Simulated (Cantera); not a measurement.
An isothermal, constant-pressure homogeneous reactor starts with 25.0 % CH4, 32.5 % H2O, 42.5 % H2, at 2200 K and 230000 Pa.

Cantera simulation using GRI-Mech 3.0 (53 species, 325 reactions); the numbers are that mechanism's predictions, not measurements.

x: mole fraction; the columns are a selection and need not sum to one.

| t (s) | x CH4 | x H2O | x H2 | x CO | x C2H | x OH |
|---|---|---|---|---|---|---|
| 0.00100 | 0.0110 | 0.165 | 0.695 | 0.0715 | 7.83e-6 | 0.000104 |
| 0.00239 | 0.00757 | 0.118 | 0.729 | 0.108 | 4.50e-6 | 7.22e-5 |
| 0.00572 | 0.00425 | 0.0791 | 0.758 | 0.139 | 1.90e-6 | 4.74e-5 |
| 0.0137 | ? | ? | 0.775 | 0.158 | ? | ? |
| 0.0327 | 0.000260 | 0.0486 | 0.782 | 0.164 | 2.07e-8 | 2.86e-5 |
| 0.0782 | 4.25e-7 | 0.0480 | 0.782 | 0.164 | 2.14e-12 | 2.83e-5 |
| 0.187 | 1.09e-7 | 0.0480 | 0.782 | 0.164 | <1e-12 | 2.83e-5 |
| 0.447 | 1.09e-7 | 0.0480 | 0.782 | 0.164 | <1e-12 | 2.83e-5 |
| 1.07 | 1.09e-7 | 0.0480 | 0.782 | 0.164 | <1e-12 | 2.83e-5 |
| 2.56 | 1.09e-7 | 0.0480 | 0.782 | 0.164 | <1e-12 | 2.83e-5 |
| 6.12 | 1.09e-7 | 0.0480 | 0.782 | 0.164 | <1e-12 | 2.83e-5 |
| 14.6 | 1.09e-7 | 0.0480 | 0.782 | 0.164 | <1e-12 | 2.83e-5 |
| 35.0 | 1.09e-7 | 0.0480 | 0.782 | 0.164 | <1e-12 | 2.83e-5 |
| 83.6 | 1.09e-7 | 0.0480 | 0.782 | 0.164 | <1e-12 | 2.83e-5 |
| 200 | 1.09e-7 | 0.0480 | 0.782 | 0.164 | <1e-12 | 2.83e-5 |

### Question
What belongs in the gaps?

### Answer

- 0.0137, x CH4: 0.00174
- 0.0137, x H2O: 0.0563
- 0.0137, x C2H: 4.56e-7
- 0.0137, x OH: 3.33e-5
